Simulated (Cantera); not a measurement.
Charge: 1 mol PH3, 0.89 mol H2O, 0.053 mol O2, held at 62.0 mbar.

Cantera equilibrium calculation (NASA polynomials, part measured and part estimated; ideal gas, pure solids and liquids). Candidate condensed phases: H2O, P, P4O10; 17 gas species. Gases not in the tables: HPO2, HPO3 and P4O6. The numbers say what is thermodynamically allowed, not how fast it happens.

At 1698 K, list the 6 most abundant gas species with their mole fractions, and the condensed phases.

H2 0.584, H2O 0.207, P2 0.122, PO 0.0508, PO2 0.0361, H 0.000444. Condensed: gas only.
